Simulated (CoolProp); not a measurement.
Vapour-liquid equilibrium of methanol (1) + water (2) at 0.0541 MPa; x and y are mole fractions of (1).

Values from CoolProp's multi-fluid Helmholtz-energy mixture model, de Reuck 1993 and Wagner 2002; pair parameters Bell 2016.

### Question
Give the bubble temperature and the first vapour's composition at x = 0.45, 0.65, 0.95. Is there an azeotrope?

### Answer
x = 0.45: 332.2 K, y = 0.777; x = 0.65: 328.1 K, y = 0.868; x = 0.95: 323.2 K, y = 0.981. No azeotrope shows between x = 0.05 and 0.95.

Pair parameters are fitted to limited data, so mixtures are less certain than the pure fluids.
